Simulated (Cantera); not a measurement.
What does this Cantera script print?

```python
import numpy as np
import cantera as ct

gas_names = [...]  # 110 gases of nasa_gas.yaml made of C, H, O
cond_names = """
    C(gr) C6H6(L) C7H8(L) C8H18(L),n-octa H2O(s) H2O(L)
""".split()


# ... load() reads the species with a 1 bar reference pressure and builds the phases ...
atoms = {
    'C2H5OH': {'C': 2, 'H': 6, 'O': 1},
    'O2': {'O': 2},
    'H2': {'H': 2},
}
top_T = {'C(gr)': 4500}  # K; cautious upper limits of use, not melting points


# ... equilibrate(T, P, feed) seeds the gas with the atoms and calls Mixture.equilibrate('TP', solver="vcs", rtol=1e-11, max_steps=5000) ...
results = []
feed = {'C2H5OH': 1, 'O2': 0.56, 'H2': 2.5}  # mol
T = 2025  # K
P = 750000  # Pa
mix = equilibrate(T, P, feed)
results.append((T, P, feed, dict(zip(mix.species_names, mix.species_moles))))
x = sorted(zip(gas.X, gas.species_names), reverse=True)
print(f"T = {T:g} K  P = {P:g} Pa  gas = {mix.phase_moles(0):.4g} mol")
print("   x: " + "  ".join(f"{s} {v:.3e}" for v, s in x if v > 0.0001))
print("   condensed (mol): " + ("  ".join(f"{mix.phase(i).name} {mix.phase_moles(i):.4g}"
      for i in range(1, mix.n_phases) if mix.phase_moles(i) > 1e-12) or "none"))
```

It prints:

```
T = 2025 K  P = 750000 Pa  gas = 7.502 mol
   x: H2 7.180e-01  CO 2.654e-01  H2O 1.484e-02  CO2 1.173e-03  H 5.955e-04
   condensed (mol): none
```

Cantera equilibrium calculation (NASA polynomials, part measured and part estimated; ideal gas, pure solids and liquids).
